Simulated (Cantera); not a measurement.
A closed system holds: 1 mol Ti(OiPr)4, 0.9 mol C3H8, 2.6 mol H2, at 1998 K and 10.0 mbar.

Equilibrium computed with Cantera from the NASA thermochemical tables; the gas is ideal and each condensed phase is pure. The feed counts by its element totals alone. TiC: taken at fixed stoichiometry. The numbers say what is thermodynamically allowed, not how fast it happens.

```tsv
species	before	after
H2	0.821	0.812
CO	0.164	0.163
H	0.0145	0.0237
C2H2 (acetylene)	0.000622	0.000996
C(graphite), mol	9.67	9.65
TiC(s), mol	1.000	1.000
```
Gas species are given as mole fractions.

### Question
Which change was made?
A) temperature from 1998 K to 1550 K
B) temperature from 1998 K to 2073.15 K
C) temperature from 1998 K to 1600 K
D) temperature from 1998 K to 1598.15 K

### Answer
B, temperature from 1998 K to 2073.15 K
